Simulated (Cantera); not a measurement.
Input (Python, Cantera) and output of one run.

```python
import numpy as np
import cantera as ct

gas_names = [...]  # 113 gases of nasa_gas.yaml made of C, Cu, H, O
cond_names = """
    C(gr) C6H6(L) C7H8(L) C8H18(L),n-octa Cu(cr) Cu(L) CuO(s) CuO2H2(s) Cu2O(s) Cu2O(L) H2O(s) H2O(L)
""".split()


# ... load() reads the species with a 1 bar reference pressure and builds the phases ...
atoms = {
    'Cu2O': {'Cu': 2, 'O': 1},
    'CH4': {'C': 1, 'H': 4},
    'H2': {'H': 2},
    'CO': {'C': 1, 'O': 1},
}
top_T = {'C(gr)': 4500, 'CuO(s)': 1390}  # K; cautious upper limits of use, not melting points


# ... equilibrate(T, P, feed) seeds the gas with the atoms and calls Mixture.equilibrate('TP', solver="vcs", rtol=1e-11, max_steps=5000) ...
results = []
T = 1250  # K
P = 2500  # Pa
for m in [0.49, 0.94, 1.4, 1.8, 2.3, 2.8, 3.2, 3.7, 4.1]:
    feed = {'Cu2O': 1, 'CH4': m, 'H2': 2, 'CO': 7.8}  # mol
    mix = equilibrate(T, P, feed)
    results.append((T, P, feed, dict(zip(mix.species_names, mix.species_moles))))

top = {s: max(r[3][s] / sum(r[3][g] for g in gas_names) for r in results) for s in gas_names}
cols = sorted((s for s in top if top[s] > 0.001), key=lambda s: -top[s])[:9]
seen = [c for c in cond_names if any(r[3].get(c, 0) > 1e-12 for r in results)]
print("log10 of partial pressures in bar; condensed amounts in mol")
print(f"{'n(CH4)':>10s}" + "".join(f"{s[:9]:>10s}" for s in cols + seen))
for T, P, feed, n in results:
    ng = sum(n[g] for g in gas_names)
    print(f"{feed['CH4']:10.4g}" + "".join(f"{np.log10(max(n[s] / ng * P / 1e5, 1e-99)):10.3f}" for s in cols)
          + "".join(f"{n.get(c, 0):10.4g}" for c in seen))
```

Output:

```
log10 of partial pressures in bar; condensed amounts in mol
    n(CH4)        CO        H2       CO2       H2O     C(gr)    Cu(cr)
      0.49    -1.753    -2.207    -3.137    -3.396         0         2
      0.94    -1.763    -2.117    -4.154    -4.313         0         2
       1.4    -1.791    -2.054    -5.599    -5.668    0.4021         2
       1.8    -1.816    -2.012    -5.649    -5.651     0.802         2
       2.3    -1.845    -1.970    -5.707    -5.638     1.302         2
       2.8    -1.873    -1.936    -5.762    -5.631     1.802         2
       3.2    -1.893    -1.913    -5.803    -5.629     2.202         2
       3.7    -1.918    -1.889    -5.852    -5.629     2.701         2
       4.1    -1.936    -1.872    -5.889    -5.631     3.101         2
```

Cantera equilibrium calculation (NASA polynomials, part measured and part estimated; ideal gas, pure solids and liquids).
